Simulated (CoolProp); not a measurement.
Properties of hexamethyldisiloxane (MM) along the isobar 1.01 bar.

The numbers come from the reference Helmholtz-energy equation of state, Thol 2016 in CoolProp.

| T (°C) | phase | Z | cp (kJ/(kg K)) | speed of sound (m/s) |
|---|---|---|---|---|
| 188.55 | gas | 0.9713 | 1.936 | 151.6 |
| 206.15 | gas | 0.9749 | 1.977 | 155.0 |
| 223.75 | gas | 0.9779 | 2.017 | (withheld) |
| 241.35 | gas | 0.9805 | 2.056 | 161.4 |
| 258.95 | gas | 0.9827 | (withheld) | 164.4 |
| 276.55 | gas | 0.9846 | (withheld) | (withheld) |
| 294.05 | gas | 0.9863 | 2.167 | 170.3 |
| 311.65 | gas | 0.9878 | (withheld) | (withheld) |
| 329.25 | gas | 0.9891 | 2.238 | 175.9 |
| 346.85 | gas | 0.9903 | (withheld) | 178.6 |

Q: Some entries are withheld; supply them.

A: 
- 223.75, speed of sound (m/s): 158.2
- 258.95, cp (kJ/(kg K)): 2.094
- 276.55, cp (kJ/(kg K)): 2.131
- 276.55, speed of sound (m/s): 167.4
- 311.65, cp (kJ/(kg K)): 2.203
- 311.65, speed of sound (m/s): 173.1
- 346.85, cp (kJ/(kg K)): 2.272
